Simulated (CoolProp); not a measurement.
A Linde-Hampson liquefier for normal hydrogen: isothermal reversible compression at 250 K from 1 atm to 25 MPa, throttling to 1 atm, return gas leaving the recuperator 10 K below the feed. Each further row changes one setting.

Values from CoolProp's reference Helmholtz-energy equation of state, Leachman 2009.

```json
[
 {"case": "as stated", "compression work (kJ/kg of gas)": "5850"},
 {"case": "high pressure 50 MPa", "compression work (kJ/kg of gas)": "6760"},
 {"case": "warm-end temperature 280 K", "compression work (kJ/kg of gas)": "6540"},
 {"case": "warm-end gap 15 K", "compression work (kJ/kg of gas)": "5850"}
]
```
